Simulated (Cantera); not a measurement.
A perfectly stirred reactor is fed with CO : H2 : O2 : N2 = 1 : 0.1 : 1.38 : 5.17 (molar parts), equivalence ratio 0.40, at 3750 Torr; it is adiabatic with a 475 K inlet, and is followed from long to short residence time, starting on the burning branch (τ in s: 0.039, 0.019, 0.0094, 0.0046, 0.0023, 0.0011, 0.00055, 0.00027, 0.00013, 6.5e-05, 3.2e-05).

Cantera simulation using GRI-Mech 3.0 (53 species, 325 reactions); the numbers are that mechanism's predictions, not measurements. The hydrogen kinetics of GRI-Mech 3.0 are dated; newer H2 mechanisms differ, most at raised pressure.

Problem. Predict: blow-out, bracketed by the residence times tried; x(CO) at τ = 39.0 ms; x(H2) at τ = 39.0 ms; x(O2) at τ = 39.0 ms; x(CO2) at τ = 39.0 ms; x(O) at τ = 39.0 ms; x(CO) at τ = 1.10 ms; x(H2) at τ = 1.10 ms; x(O2) at τ = 1.10 ms; x(CO2) at τ = 1.10 ms; x(O) at τ = 1.10 ms.

Solution. blow-out, bracketed by the residence times tried: burning at 1.10 ms, out at 0.550 ms
x(CO) at τ = 39.0 ms: 0.00104
x(H2) at τ = 39.0 ms: 1.26e-5
x(O2) at τ = 39.0 ms: 0.117
x(CO2) at τ = 39.0 ms: 0.140
x(O) at τ = 39.0 ms: 0.000125
x(CO) at τ = 1.10 ms: 0.0136
x(H2) at τ = 1.10 ms: 0.000133
x(O2) at τ = 1.10 ms: 0.122
x(CO2) at τ = 1.10 ms: 0.126
x(O) at τ = 1.10 ms: 0.00102
